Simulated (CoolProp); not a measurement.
Methanol at 355.8 K and 0.0239 MPa is throttled through a valve to 0.00163 MPa with no heat exchange. Each further row changes one setting.

The numbers come from the reference Helmholtz-energy equation of state, de Reuck 1993 in CoolProp.

```csv
case,temperature change (K),final density (kg/m³)
as stated,…,0.0177
outlet pressure 0.000489 MPa,…,0.00532
outlet pressure 0.00212 MPa,…,…
```

Task: Some entries are withheld; supply them.

Result: 
- as stated, temperature change (K): -1.8
- outlet pressure 0.000489 MPa, temperature change (K): -1.9
- outlet pressure 0.00212 MPa, temperature change (K): -1.7
- outlet pressure 0.00212 MPa, final density (kg/m³): 0.0231
